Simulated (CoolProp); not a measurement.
Computed with CoolProp (reference Helmholtz-energy equation of state, Thol 2017).

For decamethyltetrasiloxane (MD2M), give the phase and the density (kg/m³), cp (kJ/(kg K)), isothermal compressibility (1/MPa) at 270.65 °C and 3.36 MPa; 301.85 °C and 3.36 MPa; 326.85 °C and 3.36 MPa.


- 270.65 °C and 3.36 MPa: liquid; density 593, cp 2.23, isothermal compressibility 0.0171
- 301.85 °C and 3.36 MPa: liquid; density 550, cp 2.29, isothermal compressibility 0.0273
- 326.85 °C and 3.36 MPa: supercritical; density 511, cp 2.35, isothermal compressibility 0.0422
